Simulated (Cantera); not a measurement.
Input: 1 mol SiC, 0.0057 mol H₂O, 360 mol H₂, at 13.0 Pa.

Method: chemical equilibrium by Gibbs-energy minimisation in Cantera with the NASA 1993 tables (ideal gas, pure condensed phases). Candidate condensed phases: C, C₆H₆, C₇H₈, C₈H₁₈, H₂O, Si, SiC, SiO₂; 123 gas species. Mutual solubility and eutectic melting of coexisting phases are not modelled. The numbers say what is thermodynamically allowed, not how fast it happens. All values below are at 1023 K.

Base state: H₂ 1.000 (mole fractions); condensed: SiC(s) + SiO₂(β-quartz).

Question: What changes in the equilibrium state with this change: pressure from 13.0 Pa to 133 Pa?

Answer: 
```json
[
 {"species": "H₂", "before": "1.000", "after": "1.000"},
 {"species": "SiC(s), mol", "before": "0.998", "after": "0.998"},
 {"species": "SiO₂(β-quartz), mol", "before": "0.00153", "after": "0.00244"}
]
```
